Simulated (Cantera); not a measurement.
Input (Python, Cantera) and output of one run.

```python
import numpy as np
import cantera as ct

gas_names = """
    CL CL2 H HCL H2 N NH NH2 NH3 N2 N2H2 N2H4 Si SiCL SiCL2 SiCL3 SiCL4 SiH SiHCL3 SiH2 SiH2CL2 SiH3
    SiH3CL SiH4 SiN Si2 Si2N Si3
""".split()
cond_names = """
    NH4CL(a) NH4CL(b) Si(cr) Si(L) Si3N4(a)
""".split()


# ... load() reads the species with a 1 bar reference pressure and builds the phases ...
atoms = {
    'SiHCl3': {'Si': 1, 'H': 1, 'CL': 3},
    'N2': {'N': 2},
}
top_T = {'Si3N4(a)': 2400}  # K; cautious upper limits of use, not melting points


# ... equilibrate(T, P, feed) seeds the gas with the atoms and calls Mixture.equilibrate('TP', solver="vcs", rtol=1e-11, max_steps=5000) ...
results = []
feed = {'SiHCl3': 1, 'N2': 7.8}  # mol
P = 133.322  # Pa
for T in [1200, 1275, 1350, 1425, 1500, 1575, 1650, 1725, 1800, 1875, 1950, 2025, 2100]:
    mix = equilibrate(T, P, feed)
    results.append((T, P, feed, dict(zip(mix.species_names, mix.species_moles))))
    x = sorted(zip(gas.X, gas.species_names), reverse=True)
    print(f"T = {T:g} K  P = {P:g} Pa  gas = {mix.phase_moles(0):.4g} mol")
    print("   x: " + "  ".join(f"{s} {v:.3e}" for v, s in x if v > 0.0001))
    print("   condensed (mol): " + ("  ".join(f"{mix.phase(i).name} {mix.phase_moles(i):.4g}"
          for i in range(1, mix.n_phases) if mix.phase_moles(i) > 1e-12) or "none"))
```

It prints:

```
T = 1200 K  P = 133.322 Pa  gas = 9 mol
   x: N2 8.335e-01  HCL 9.915e-02  SiCL4 5.336e-02  H2 5.933e-03  SiCL3 4.549e-03  SiCL2 3.402e-03
   condensed (mol): Si3N4(a) 0.1491
T = 1275 K  P = 133.322 Pa  gas = 9.116 mol
   x: N2 8.280e-01  HCL 9.777e-02  SiCL4 4.229e-02  SiCL2 1.574e-02  SiCL3 1.012e-02  H2 5.912e-03  SiHCL3 1.032e-04
   condensed (mol): Si3N4(a) 0.1259
T = 1350 K  P = 133.322 Pa  gas = 9.392 mol
   x: N2 8.159e-01  HCL 9.262e-02  SiCL2 4.850e-02  SiCL4 2.152e-02  SiCL3 1.446e-02  H2 6.878e-03
   condensed (mol): Si3N4(a) 0.06856
T = 1425 K  P = 133.322 Pa  gas = 9.698 mol
   x: N2 8.042e-01  SiCL2 8.718e-02  HCL 8.227e-02  SiCL3 1.065e-02  H2 1.039e-02  SiCL4 5.117e-03  CL 1.235e-04
   condensed (mol): Si3N4(a) 0.0003472
T = 1500 K  P = 133.322 Pa  gas = 9.734 mol
   x: N2 8.013e-01  SiCL2 9.139e-02  HCL 8.837e-02  SiCL3 8.689e-03  H2 7.147e-03  SiCL4 2.623e-03  CL 4.062e-04
   condensed (mol): none
T = 1575 K  P = 133.322 Pa  gas = 9.76 mol
   x: N2 7.992e-01  SiCL2 9.427e-02  HCL 9.185e-02  SiCL3 6.862e-03  H2 5.262e-03  SiCL4 1.307e-03  CL 1.145e-03
   condensed (mol): none
T = 1650 K  P = 133.322 Pa  gas = 9.783 mol
   x: N2 7.973e-01  SiCL2 9.645e-02  HCL 9.319e-02  SiCL3 5.127e-03  H2 4.426e-03  CL 2.732e-03  SiCL4 5.982e-04  H 1.655e-04
   condensed (mol): none
T = 1725 K  P = 133.322 Pa  gas = 9.809 mol
   x: N2 7.952e-01  SiCL2 9.809e-02  HCL 9.261e-02  CL 5.439e-03  H2 4.497e-03  SiCL3 3.524e-03  H 3.411e-04  SiCL4 2.366e-04
   condensed (mol): none
T = 1800 K  P = 133.322 Pa  gas = 9.839 mol
   x: N2 7.928e-01  SiCL2 9.905e-02  HCL 9.024e-02  CL 9.270e-03  H2 5.339e-03  SiCL3 2.255e-03  H 7.165e-04  SiCL 1.953e-04
   condensed (mol): none
T = 1875 K  P = 133.322 Pa  gas = 9.875 mol
   x: N2 7.898e-01  SiCL2 9.914e-02  HCL 8.637e-02  CL 1.434e-02  H2 6.708e-03  H 1.470e-03  SiCL3 1.405e-03  SiCL 4.713e-04  Si 2.167e-04
   condensed (mol): none
T = 1950 K  P = 133.322 Pa  gas = 9.928 mol
   x: N2 7.856e-01  SiCL2 9.790e-02  HCL 8.145e-02  CL 2.115e-02  H2 8.212e-03  H 2.845e-03  SiCL 1.063e-03  SiCL3 8.846e-04  Si 8.514e-04
   condensed (mol): none
T = 2025 K  P = 133.322 Pa  gas = 10.02 mol
   x: N2 7.787e-01  SiCL2 9.423e-02  HCL 7.618e-02  CL 3.095e-02  H2 9.281e-03  H 5.078e-03  Si 2.828e-03  SiCL 2.155e-03  SiCL3 5.732e-04
   condensed (mol): none
T = 2100 K  P = 133.322 Pa  gas = 10.17 mol
   x: N2 7.669e-01  SiCL2 8.650e-02  HCL 7.111e-02  CL 4.592e-02  H2 9.453e-03  H 8.296e-03  Si 7.561e-03  SiCL 3.792e-03  SiCL3 3.799e-04
   condensed (mol): none
```

Cantera equilibrium calculation (NASA polynomials, part measured and part estimated; ideal gas, pure solids and liquids). N2 is the only nitrogen source here; it is nearly inert below about 1500 K, so the nitride shown seldom forms there in practice. The tables' values for SiCl3, SiCl, SiN are old estimates; treat these amounts as uncertain.
